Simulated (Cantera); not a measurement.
Input: 1 mol C2H4, a varied amount of O2, held at 2200 K and 140000 Pa.

Equilibrium computed with Cantera from the NASA thermochemical tables; the gas is ideal and each condensed phase is pure. Candidate condensed phases: C, C6H6, C7H8, C8H18, H2O; 110 gas species. The numbers say what is thermodynamically allowed, not how fast it happens.

Question: At 0.054 mol O2, list the 5 most abundant gas species with their mole fractions, and the condensed phases.

Answer: H2 0.941, CO 0.0511, H 0.00462, C2H2 (acetylene) 0.00241, CH4 0.000326. Condensed: C(graphite).
